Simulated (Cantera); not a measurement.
What does this Cantera script print?

```python
import numpy as np
import cantera as ct

gas = ct.Solution("h2o2.yaml")
gas.TPX = 1400, 31000, {'H2': 0.38, 'O2': 1, 'N2': 2.4, 'H2O': 0.18}
inlet = ct.Reservoir(gas, clone=True)

reactor = ct.IdealGasConstPressureReactor(gas, energy="off", clone=False)
exhaust = ct.Reservoir(gas, clone=True)
tau = [2.4, 0.83, 0.28, 0.097, 0.033, 0.011, 0.0039, 0.0013, 0.00045, 0.00015][0]
for a, b in ((inlet, reactor), (reactor, exhaust)):
    ct.MassFlowController(a, b, mdot=lambda t: reactor.mass / tau)
net = ct.ReactorNet([reactor])
show = ['H2', 'O2', 'OH', 'H2O2', 'H2O', 'HO2']

rows = []
print(f"{'tau/s':>10s}{'T/K':>9s}" + "".join(f"{s:>11s}" for s in show))
for tau in [2.4, 0.83, 0.28, 0.097, 0.033, 0.011, 0.0039, 0.0013, 0.00045, 0.00015]:
    net.initial_time = 0.0
    net.advance(30 * tau)
    before = gas.X
    net.advance(40 * tau)
    drift = np.max(np.abs(gas.X - before) / (gas.X + 1e-9))
    rows.append([gas.T, *gas[show].X, drift])
    print(f"{tau:10.3e}{gas.T:9.1f}" + "".join(f"{x:11.3e}" for x in gas[show].X))
```

It prints:

```
     tau/s      T/K         H2         O2         OH       H2O2        H2O        HO2
 2.400e+00   1400.0  2.506e-05  2.147e-01  3.233e-04  8.272e-08  1.483e-01  8.311e-07
 8.300e-01   1400.0  5.064e-05  2.147e-01  4.619e-04  1.362e-07  1.482e-01  1.590e-06
 2.800e-01   1400.0  1.038e-04  2.146e-01  6.655e-04  2.195e-07  1.481e-01  3.026e-06
 9.700e-02   1400.0  2.079e-04  2.145e-01  9.499e-04  3.390e-07  1.478e-01  5.463e-06
 3.300e-02   1400.0  4.186e-04  2.142e-01  1.363e-03  5.115e-07  1.472e-01  9.400e-06
 1.100e-02   1400.0  8.439e-04  2.138e-01  1.968e-03  7.532e-07  1.463e-01  1.504e-05
 3.900e-03   1400.0  1.611e-03  2.132e-01  2.777e-03  1.049e-06  1.446e-01  2.136e-05
 1.300e-03   1400.0  3.127e-03  2.121e-01  3.961e-03  1.420e-06  1.413e-01  2.785e-05
 4.500e-04   1400.0  5.751e-03  2.107e-01  5.434e-03  1.780e-06  1.353e-01  3.251e-05
 1.500e-04   1400.0  1.037e-02  2.093e-01  7.096e-03  2.057e-06  1.249e-01  3.479e-05
```

Detailed kinetics in Cantera: the H2/O2 subset of GRI-Mech 3.0, which has no nitrogen chemistry. The temperature is held fixed by assumption; the heat of reaction is taken as removed at once.
